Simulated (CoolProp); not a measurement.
A closed Brayton cycle with carbon dioxide: compressor inlet 324.15 K and 9.2 MPa, high pressure 16.8 MPa, turbine inlet 710 K, compressor efficiency 0.89, turbine efficiency 0.85, recuperator effectiveness 0.95 (on enthalpy, no pinch check). Each further row changes one setting.

Computed with CoolProp (reference Helmholtz-energy equation of state, Span 1996).

| case | thermal efficiency (%) | net work (kJ/kg) | compressor to turbine work | compressor exit (K) | turbine exit (K) |
|---|---|---|---|---|---|
| as stated | ? | 41.0 | 0.37 | 368.3 | 646.3 |
| turbine inlet 660 K | 25.3 | 35.6 | 0.40 | 368.3 | ? |
| compressor inlet 334.15 K | 26.8 | ? | ? | ? | 646.3 |
| high pressure 14.3 MPa | 25.7 | ? | 0.35 | 356.4 | 663.2 |
| recuperator effectiveness 0.5 | ? | 41.0 | 0.37 | 368.3 | 646.3 |

Question: Complete the blanks.

Answer: 
- as stated, thermal efficiency (%): 27.6
- turbine inlet 660 K, turbine exit (K): 598.6
- compressor inlet 334.15 K, net work (kJ/kg): 36.4
- compressor inlet 334.15 K, compressor to turbine work: 0.44
- compressor inlet 334.15 K, compressor exit (K): 383.9
- high pressure 14.3 MPa, net work (kJ/kg): 31.4
- recuperator effectiveness 0.5, thermal efficiency (%): 13.8
